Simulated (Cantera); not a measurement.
Input: 1 mol Cr, 0.47 mol H₂O, 2.5 mol N₂, equilibrated at 0.133 bar.

Equilibrium computed with Cantera from the NASA thermochemical tables; the gas is ideal and each condensed phase is pure. Candidate condensed phases: Cr, CrN, Cr₂N, Cr₂O₃, H₂O; 29 gas species. Mutual solubility and eutectic melting of coexisting phases are not modelled. Rates play no part.

At 1075 K, list the 3 most abundant gas species with their mole fractions, and the condensed phases.

N₂ 0.821, H₂ 0.179, H₂O 2.63e-5. Condensed: CrN(s) + Cr₂O₃(s).
